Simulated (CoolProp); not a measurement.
A Linde-Hampson liquefier for oxygen: isothermal reversible compression at 230 K from 1 atm to 40 MPa, throttling to 1 atm, return gas leaving the recuperator 10 K below the feed. Each further row changes one setting.

Model: reference Helmholtz-energy equation of state, Schmidt 1985, in CoolProp.

```
case                        liquid yield per pass  compression work (kJ/kg of gas)
--------------------------  ---------------------  -------------------------------
as stated                                     ___                              332
high pressure 80 MPa                        0.249                              384
warm-end temperature 260 K                    ___                              388
warm-end gap 15 K                             ___                              332
```

Q: What belongs in the gaps?

A: 
- as stated, liquid yield per pass: 0.270
- warm-end temperature 260 K, liquid yield per pass: 0.201
- warm-end gap 15 K, liquid yield per pass: 0.260
